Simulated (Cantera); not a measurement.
A closed system holds: 1 mol PbO, 0.51 mol C, 0.4 mol CO, equilibrated at 7.60 bar.

Method: chemical equilibrium by Gibbs-energy minimisation in Cantera with the NASA 1993 tables (ideal gas, pure condensed phases). Candidate condensed phases: C, Pb, PbO, PbO2, Pb3O4; 15 gas species. Gases not in the tables: (PbO)n polymers. Equilibrium is a limit: real reactors are often held back by kinetics, nucleation or transport.

log p: log10 of the partial pressure in bar; n: condensed amount in mol.

```csv
T (°C),log p CO2,log p CO,log p Pb,log p PbO,log p Pb2,n C(graphite),n Pb(l)
602,0.83,-0.10,-6.17,<-11,<-11,0.171,1.00
677,0.76,0.27,-5.30,-10.95,<-11,0.113,1.000
752,0.62,0.54,-4.56,-9.99,-9.90,0.00320,1.000
827,0.61,0.55,-3.92,-8.82,-8.83,0,1.000
902,0.61,0.54,-3.36,-7.79,-7.90,0,1.000
977,0.61,0.54,-2.87,-6.89,-7.09,0,1.000
1052,0.61,0.54,-2.44,-6.09,-6.37,0,1.000
1127,0.61,0.54,-2.06,-5.38,-5.73,0,0.999
1202,0.61,0.54,[?],[?],[?],0,0.998
1277,0.61,0.54,[?],[?],[?],0,0.995
1352,0.61,0.54,-1.13,-3.65,-4.19,0,0.991
```

Fill in the missing entries.


- 1277, log p Pb: -1.41
- 1277, log p PbO: -4.17
- 1277, log p Pb2: -4.65
- 1202, log p Pb: -1.72
- 1202, log p PbO: -4.74
- 1202, log p Pb2: -5.16
